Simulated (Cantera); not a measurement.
Charge: 1 mol SiH₂Cl₂, 23 mol N₂, 0.25 mol H₂, at 0.100 bar.

Method: chemical equilibrium by Gibbs-energy minimisation in Cantera with the NASA 1993 tables (ideal gas, pure condensed phases). Candidate condensed phases: NH₄Cl, Si, Si₃N₄; 28 gas species. The tables' values for SiCl₃, SiCl are old estimates; treat these amounts as uncertain. Equilibrium is a limit: real reactors are often held back by kinetics, nucleation or transport. All values below are at 1502 °C.

Base state: N₂ 0.910, HCl 0.0360, H₂ 0.0320, SiCl₂ 0.0208, SiCl₃ 0.000747, H 0.000164, Cl 0.000142, SiCl₄ 4.54e-5 (mole fractions); condensed: Si₃N₄(s).

**Question.** What changes in the equilibrium state with this change: H₂ from 0.25 to 41 mol?

**Answer.** 
```tsv
species	before	after
H₂	0.0320	0.628
N₂	0.910	0.342
HCl	0.0360	0.0281
SiCl₂	0.0208	0.00123
SiCl₄	4.54e-5	8.33e-8
SiCl₃	0.000747	7.79e-6
Cl	0.000142	2.49e-5
H	0.000164	0.000725
Si₃N₄(s), mol	0.154	0.306
```

**Question.** What changes in the equilibrium state with this change: pressure from 0.100 bar to 0.00190 bar?

**Answer.** 
```csv
species,before,after
N₂,0.910,0.909
H₂,0.0320,0.0392
SiCl₂,0.0208,0.0294
HCl,0.0360,0.0190
Si,3.51e-6,0.00116
Si₂N,1.34e-7,3.79e-5
SiCl₄,4.54e-5,2.77e-7
SiH,2.44e-7,1.22e-5
SiN,5.06e-7,2.29e-5
"Si₃N₄(s), mol",0.154,0
"Si(l), mol",0,0.209
```
The tables' values for SiCl, SiCl₃, SiN are old estimates; treat these amounts as uncertain.
